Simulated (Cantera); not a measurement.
An isothermal, constant-pressure homogeneous reactor starts with 98.0 % N2O, 1.96 % H2O, at 1500 K and 4.13 Torr.

Detailed kinetics in Cantera: GRI-Mech 3.0 (53 species, 325 reactions). GRI-Mech 3.0 was tuned for natural gas; its chemistry of N2O as a main component is partial and can be far from experiment. Radical loss at walls, strong at low pressure, is not modelled. The temperature is held fixed by assumption; the heat of reaction is taken as removed at once.

x: mole fraction; the columns are a selection and need not sum to one.

```csv
t (s),x N2O,x H2O,x NO,x H2,x HO2,x O2,x OH
7.00e-6,0.980,0.0196,4.40e-9,<1e-12,<1e-12,6.67e-9,7.16e-10
4.06e-5,0.980,0.0196,1.44e-7,<1e-12,2.36e-11,2.18e-7,2.34e-8
0.000235,0.980,0.0196,4.21e-6,1.56e-12,(withheld),6.37e-6,6.81e-7
0.00136,0.980,0.0196,7.54e-5,1.25e-9,(withheld),0.000115,1.18e-5
0.00791,0.977,0.0195,0.000594,1.64e-7,(withheld),0.000919,7.29e-5
0.0458,0.958,0.0194,0.00341,1.09e-6,(withheld),0.00573,0.000143
0.266,0.857,0.0187,0.0181,7.41e-7,(withheld),0.0317,0.000174
1.54,0.481,0.0162,0.0732,7.33e-7,(withheld),0.130,0.000183
8.93,0.0329,0.0133,0.136,1.32e-6,(withheld),0.250,0.000164
51.8,4.42e-6,0.0131,0.140,6.70e-7,2.23e-8,0.259,0.000111
300,4.02e-6,0.0131,0.139,6.69e-7,2.23e-8,0.259,0.000111
```

Problem. What belongs in the gaps?

Solution. 
- 0.000235, x HO2: 4.10e-9
- 0.00136, x HO2: 4.61e-7
- 0.00791, x HO2: 1.30e-5
- 0.0458, x HO2: 1.65e-5
- 0.266, x HO2: 6.92e-6
- 1.54, x HO2: 1.29e-6
- 8.93, x HO2: 5.85e-8
